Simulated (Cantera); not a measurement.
An adiabatic, constant-volume homogeneous reactor starts with 1.76 % C3H8, 20.4 % O2, 77.0 % N2, 0.758 % H2, equivalence ratio 0.45, at 1800 K and 9.87 atm.

Detailed kinetics in Cantera: GRI-Mech 3.0 (53 species, 325 reactions). GRI-Mech 3.0 was tuned for natural gas; its chemistry of propane as a main component is partial and can be far from experiment.

Task: Predict: time of steepest temperature rise; temperature at 4.00 s; equilibrium temperature; x(O2) at 4.00 s; x(NO) at 4.00 s; x(H2O2) at 4.00 s.

Result: 
| Property | Result |
|---|---|
| time of steepest temperature rise | 1.91 µs |
| temperature at 4.00 s | 2799 K |
| equilibrium temperature | 2799 K |
| x(O2) at 4.00 s | 0.0965 (gas-phase equilibrium 0.0965) |
| x(NO) at 4.00 s | 0.0242 (gas-phase equilibrium 0.0242) |
| x(H2O2) at 4.00 s | 1.07e-6 (gas-phase equilibrium 1.07e-6) |
